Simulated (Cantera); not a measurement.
Thermodynamics of calcination and drying, feed NaOH + H₂ + O₂

Charge: 1 mol NaOH, 0.22 mol H₂, 0.12 mol O₂, equilibrated at 0.00330 bar.

These are equilibrium values from Cantera (NASA tables, ideal gas, pure condensed phases), not measurements of a reactor. Candidate condensed phases: H₂O, Na, NaOH, NaO₂, Na₂O, Na₂O₂; 16 gas species. Kinetics and transport are ignored.

| T (K) | log p H₂O | log p NaOH | log p Na | log p O₂ | log p Na₂(OH)₂ | log p OH | n NaOH(l) |
|---|---|---|---|---|---|---|---|
| 800 | -2.50 | -6.99 | -13.19 | -3.84 | -8.20 | -10.60 | 1.000 |
| 900 | -2.50 | -5.54 | -10.42 | -3.84 | -6.86 | -9.42 | 1.000 |
| 1000 | -2.51 | -4.40 | -8.23 | -3.85 | -5.83 | -8.49 | 0.997 |
| 1100 | -2.55 | -3.47 | -6.41 | -3.89 | -5.01 | -7.75 | 0.972 |
| 1200 | -2.91 | -2.71 | -4.69 | -4.21 | -4.35 | -7.36 | 0.636 |
| 1300 | -3.19 | -2.61 | -3.84 | -4.21 | -4.88 | -6.96 | 0 |
| 1400 | -3.15 | -2.67 | -3.47 | -3.96 | -5.61 | -6.41 | 0 |
| 1500 | -3.09 | -2.77 | -3.21 | -3.75 | -6.35 | -5.92 | 0 |
| 1600 | -3.03 | -2.92 | -3.04 | -3.60 | -7.12 | -5.50 | 0 |
| 1700 | -2.99 | -3.11 | -2.93 | -3.51 | -7.91 | -5.14 | 0 |
| 1800 | -2.97 | -3.33 | -2.86 | -3.45 | -8.70 | -4.84 | 0 |
| 1900 | -2.95 | -3.55 | -2.83 | -3.42 | -9.47 | -4.58 | 0 |
log p: log10 of the partial pressure in bar; n: condensed amount in mol.

From 800 K to 1200 K the condensed part is NaOH(l). From 1300 K to 1900 K nothing is condensed. The main Na-bearing gas is NaOH at 800 K and Na at 1900 K.
